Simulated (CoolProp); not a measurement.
Vapour-liquid equilibrium of n-hexane (1) + toluene (2) at 393.8 K; x and y are mole fractions of (1).

Values from CoolProp's multi-fluid Helmholtz-energy mixture model, Thol 2019 and Lemmon 2006; pair parameters Bell 2016.

```csv
x,"bubble pressure, mixture model (MPa)","bubble pressure, Raoult's law (MPa)","y, mixture model","y, Raoult's law"
0.05,0.1540,0.1473,0.168,0.138
0.2,0.2064,0.1881,0.458,0.431
0.35,0.2500,0.2289,0.619,0.620
0.5,0.2885,0.2698,0.730,0.752
0.65,0.3243,0.3106,0.820,0.849
0.8,0.3592,0.3514,0.899,0.924
0.95,0.3941,0.3922,0.975,0.983
```

The largest gap from Raoult's law is +9.7 % in bubble pressure, at x = 0.2. No azeotrope shows between x = 0.05 and 0.95.

The pair parameters rest on a limited set of measurements; away from them the model extrapolates.
